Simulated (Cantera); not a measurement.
A perfectly stirred reactor is fed with CH₄ : C₂H₆ : O₂ : N₂ = 1 : 0.71 : 2.99 : 11.2 (molar parts), equivalence ratio 1.5, at 500000 Pa; it is adiabatic with a 325 K inlet, and is followed from long to short residence time, starting on the burning branch (τ in s: 0.033, 0.013, 0.0053, 0.0021, 0.00085, 0.00034, 0.00014, 5.5e-05, 2.2e-05).

Model: GRI-Mech 3.0 (53 species, 325 reactions), integrated in Cantera.

Predict: blow-out, bracketed by the residence times tried; x(CH₄) at τ = 33.0 ms; x(C₂H₆) at τ = 33.0 ms; x(O₂) at τ = 33.0 ms; x(NO) at τ = 33.0 ms; x(HCO) at τ = 33.0 ms; x(CH₄) at τ = 0.850 ms; x(C₂H₆) at τ = 0.850 ms; x(O₂) at τ = 0.850 ms; x(NO) at τ = 0.850 ms; x(HCO) at τ = 0.850 ms.


```
Property                                                                         Value
------------------------------------------------  ------------------------------------
blow-out, bracketed by the residence times tried  burning at 0.340 ms, out at 0.140 ms
x(CH₄) at τ = 33.0 ms                                                          0.00264
x(C₂H₆) at τ = 33.0 ms                                                         3.36e-6
x(O₂) at τ = 33.0 ms                                                          0.000343
x(NO) at τ = 33.0 ms                                                           1.98e-5
x(HCO) at τ = 33.0 ms                                                          5.98e-8
x(CH₄) at τ = 0.850 ms                                                         0.00633
x(C₂H₆) at τ = 0.850 ms                                                       0.000111
x(O₂) at τ = 0.850 ms                                                          0.00614
x(NO) at τ = 0.850 ms                                                          7.46e-6
x(HCO) at τ = 0.850 ms                                                         7.22e-7
```
